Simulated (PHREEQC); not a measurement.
**Acid rinse or clean: speciation**

Solution (20 °C): 120 mmol/kgw HNO3, 93 mmol/kgw FeCl3 and 9.5 mmol/kgw CuCl2. Closed to the air; pH follows from the charge balance.

All values are PHREEQC results (ion-association model, phreeqc.dat), not measurements.

Each row changes one thing in this solution. No solid was allowed to form.

| case | pH | ionic strength (mol/kgw) | Cl- (mol/kgw) | Cu+2 (mol/kgw) | CuCl+ (mol/kgw) | CuCl2 (mol/kgw) |
|---|---|---|---|---|---|---|
| as made | 1.03 | 0.496 | 0.224 | 0.00845 | 0.00100 | 4.34e-5 |
| FeCl3 left out | 1.01 | 0.148 | 0.0189 | 0.00937 | 0.000133 | 6.77e-7 |
| HNO3 replaced by Fe(NO3)3 at the same molality | 1.79 | 0.931 | 0.174 | 0.00879 | (withheld) | 1.84e-5 |
| diluted 5-fold with water | 1.67 | 0.120 | 0.0532 | 0.00182 | (withheld) | (withheld) |
| HNO3 from 0.12 to 0.132 mol/kgw | 0.99 | 0.508 | 0.224 | 0.00846 | 0.000997 | (withheld) |

Q: What belongs in the gaps?

A: 
- HNO3 replaced by Fe(NO3)3 at the same molality, CuCl+ (mol/kgw): 0.000688
- diluted 5-fold with water, CuCl+ (mol/kgw): 7.75e-5
- diluted 5-fold with water, CuCl2 (mol/kgw): 1.17e-6
- HNO3 from 0.12 to 0.132 mol/kgw, CuCl2 (mol/kgw): 4.28e-5

The ionic strength passes 0.7 mol/kgw, the rough limit of the ion-association models, in HNO3 replaced by Fe(NO3)3 at the same molality. Some of these states are supersaturated (in Hematite (slow to form), Goethite (slow to form), for instance).
